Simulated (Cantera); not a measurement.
A closed system holds: 1 mol Si, 0.0059 mol O2, 910 mol H2, held at 640 Pa.

Method: chemical equilibrium by Gibbs-energy minimisation in Cantera with the NASA 1993 tables (ideal gas, pure condensed phases). Candidate condensed phases: H2O, Si, SiO2; 18 gas species. Gases not in the tables: Si2H6 and higher silanes. Equilibrium is a limit: real reactors are often held back by kinetics, nucleation or transport.

Problem. Which condensed phases are stable at each of these points (T (K)): 1450, 1525, 1600, 1675, 1750, 1825, 1900, 1975, 2050, 2125, 2200?

Solution. 
```csv
T (K),condensed phases,Si condensed (%)
1450,Si(s),98.7
1525,Si(s),98.3
1600,Si(s),96.7
1675,Si(s),90.7
1750,Si(l),73.0
1825,Si(l),24.1
1900,gas only,0.0
1975,gas only,0.0
2050,gas only,0.0
2125,gas only,0.0
2200,gas only,0.0
```

From 1450 K to 1675 K the condensed part is Si(s). From 1750 K to 1825 K the condensed part is Si(l). From 1900 K to 2200 K nothing is condensed.
